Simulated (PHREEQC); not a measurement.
Make-up at 25 °C: 68 mmol/kgw CdCl2, 72 mmol/kgw CuCl2, 0.42 mmol/kgw NaF and 99 mmol/kgw NaHSO4. Closed to the air; pH follows from the charge balance.

All values are PHREEQC results (ion-association model, phreeqc.dat), not measurements.

No solid was allowed to form.

### Question
Order these Cu species by the share of Cu that they hold, largest first: CuSO4, CuCl+, Cu+2, CuCl2.

### Answer
Cu+2 (67 %), CuSO4 (23 %), CuCl+ (9.6 %), CuCl2 (0.42 %)

The pH is 1.35 and the ionic strength 0.399 mol/kgw.
